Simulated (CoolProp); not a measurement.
Carbon monoxide along the isobar 4930 kPa: Z from the reference equation and from simpler models built on Tc = 132.9 K, pc = 3498 kPa, ω = 0.050; each cubic takes its own stable root.

Values from CoolProp's reference Helmholtz-energy equation of state, Lemmon 2006. It is a short technical equation, of lower accuracy than the large ones.

```
T (K)          phase  reference
-----  -------------  ---------
100.2         liquid     0.2292
119.6         liquid     0.2258
138.9  supercritical     0.3093
158.3  supercritical     0.6859
177.7  supercritical     0.8086
197    supercritical     0.8748
216.4  supercritical     0.9163
235.8  supercritical     0.9441
255.2  supercritical     0.9636
274.5  supercritical     0.9777
```

**Question.** How far does each simpler model (van der Waals, Redlich-Kwong, Soave-Redlich-Kwong) lie from the reference over these 10 states: mean and median of the absolute difference, and the worst?

**Answer.** 
- van der Waals: mean 12.5 %, median 3.8 %, worst +42.1 % at 100.2 K and 4930 kPa
- Redlich-Kwong: mean 2.3 %, median 0.8 %, worst +11.3 % at 138.9 K and 4930 kPa
- Soave-Redlich-Kwong: mean 2.5 %, median 1.0 %, worst +12.9 % at 138.9 K and 4930 kPa
